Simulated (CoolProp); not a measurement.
Vapour-liquid equilibrium of ethylbenzene (1) + m-xylene (2) at 5.24 kPa; x and y are mole fractions of (1).

Model: multi-fluid Helmholtz-energy mixture model, Zhou 2012 and Zhou 2012; pair parameters Bell 2016, in CoolProp.

| x | bubble temperature (K) | y at the bubble point | dew temperature at overall composition x (K) | liquid density (mol/L) |
|---|---|---|---|---|
| 0.05 | 327.9 | 0.057 | 327.9 | 7.855 |
| 0.2 | 327.4 | 0.223 | 327.5 | 7.859 |
| 0.35 | 327.0 | 0.380 | 327.1 | 7.864 |
| 0.5 | 326.6 | 0.530 | 326.7 | 7.870 |
| 0.65 | 326.2 | 0.675 | 326.3 | 7.877 |
| 0.8 | 325.9 | 0.815 | 325.9 | 7.885 |
| 0.95 | 325.6 | 0.954 | 325.6 | 7.894 |

No azeotrope shows between x = 0.05 and 0.95.

The pair parameters rest on a limited set of measurements; away from them the model extrapolates.
